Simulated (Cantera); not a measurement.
Cantera run, input and output.

```python
import numpy as np
import cantera as ct

gas = ct.Solution("gri30.yaml")
gas.TPX = 1950, 100000, {'C2H6': 1, 'N2': 2.7, 'H2O': 0.0048}
reactor = ct.IdealGasConstPressureReactor(gas, energy="off", clone=False)
net = ct.ReactorNet([reactor])
net.rtol, net.atol = 1e-08, 1e-18
show = ['C2H6', 'HCN', 'CH2', 'C2H', 'C2H4', 'C2H2']
times = np.geomspace(1e-06, 10, 9)

steps = ct.SolutionArray(gas, extra=["t"])
rows = []
print(f"{'t/s':>10s}{'T/K':>9s}{'P/Pa':>11s}" + "".join(f"{s:>11s}" for s in show))
for t in times:
    while net.time < t:
        t_next = net.step()
        steps.append(gas.state, t=t_next)
    rows.append([np.interp(t, steps.t, y) for y in (steps.T, steps.P, *steps(*show).X.T)])
    print(f"{t:10.3e}{rows[-1][0]:9.1f}{rows[-1][1]:11.4g}" + "".join(f"{x:11.3e}" for x in rows[-1][2:]))
rate = np.gradient(steps.T, steps.t)
print("integrator steps:", len(steps.t))
if steps.T.max() > steps.T[0] + 200:
    print(f"time of steepest temperature rise: {steps.t[rate.argmax()]:.4e} s")
gas.TPX = 1950, 100000, {'C2H6': 1, 'N2': 2.7, 'H2O': 0.0048}
gas.equilibrate("TP")
print(f"equilibrium (TP): T = {gas.T:.1f} K  " + "  ".join(f"{s} {gas[s].X[0]:.3e}" for s in show))
```

It prints:

```
       t/s      T/K       P/Pa       C2H6        HCN        CH2        C2H       C2H4       C2H2
 1.000e-06   1950.0      1e+05  2.006e-01  2.358e-07  1.267e-04  4.146e-08  1.460e-02  1.367e-04
 7.499e-06   1950.0      1e+05  1.364e-02  3.367e-06  9.297e-05  1.003e-05  8.687e-02  5.316e-02
 5.623e-05   1950.0      1e+05  1.826e-04  4.104e-06  5.602e-06  4.228e-06  1.787e-02  1.331e-01
 4.217e-04   1950.0      1e+05  6.814e-05  4.472e-06  3.506e-06  4.435e-06  1.443e-03  1.553e-01
 3.162e-03   1950.0      1e+05  6.306e-06  6.378e-06  1.330e-06  5.044e-06  5.874e-04  1.691e-01
 2.371e-02   1950.0      1e+05  2.508e-07  9.946e-06  2.760e-07  5.318e-06  5.386e-04  1.734e-01
 1.778e-01   1950.0      1e+05  1.180e-07  2.045e-05  1.688e-07  5.327e-06  5.399e-04  1.736e-01
 1.334e+00   1950.0      1e+05  1.179e-07  1.200e-04  1.687e-07  5.325e-06  5.397e-04  1.735e-01
 1.000e+01   1950.0      1e+05  1.176e-07  9.242e-04  1.685e-07  5.313e-06  5.385e-04  1.731e-01
integrator steps: 1703
equilibrium (TP): T = 1950.0 K  C2H6 7.163e-08  HCN 1.380e-01  CH2 1.314e-07  C2H 3.217e-06  C2H4 3.269e-04  C2H2 1.049e-01
```

Cantera simulation using GRI-Mech 3.0 (53 species, 325 reactions); the numbers are that mechanism's predictions, not measurements. GRI-Mech 3.0 stops at C3 and has no aromatics, soot or wall deposition, so with more carbon than oxygen in the feed, carbon stays in small species such as C2H2 where larger ones or solid carbon would form.
